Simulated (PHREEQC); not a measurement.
Metal-bearing waste water

A solution holds 0.0055 mol/kgw ZnSO4, 0.01 mol/kgw H3AsO4 and 0.019 mol/kgw NaF, at 25 °C. Closed to the air; pH follows from the charge balance.

All values are PHREEQC results (ion-association model, wateq4f.dat), not measurements.

Each row changes one thing in this solution. No solid was allowed to form.

```
case                                        pH  ionic strength (mol/kgw)  H2AsO4- (mol/kgw)  SO4-2 (mol/kgw)  H3AsO4 (mol/kgw)  HSO4- (mol/kgw)  SI of Goslarite (ZnSO4:7H2O)  SI of Zincite(c) (ZnO)
----------------------------------------  ----  ------------------------  -----------------  ---------------  ----------------  ---------------  ----------------------------  ----------------------
as made                                   3.21                    0.0362            0.00908          0.00407          0.000921         0.000145                         -3.40                   -7.38
temperature from 25 to 20 °C              3.19                    0.0364            0.00906          0.00409          0.000937         0.000140                         -3.35                   -7.70
temperature from 25 to 45 °C              3.34                    0.0357            0.00917          0.00398          0.000828         0.000167                         -3.59                   -6.14
NaF replaced by LiF at the same molality  3.22                    0.0363            0.00908          0.00408          0.000916         0.000145                         -3.40                   -7.37
NaF left out                              2.37                    0.0212            0.00575          0.00336           0.00425         0.000927                         -3.35                   -9.00
```

Species that the database lacks are ignored. At this temperature some constants are extrapolated from 25 °C, and those without enthalpy data are left unchanged. The database has no arsenate complexes of Zn.
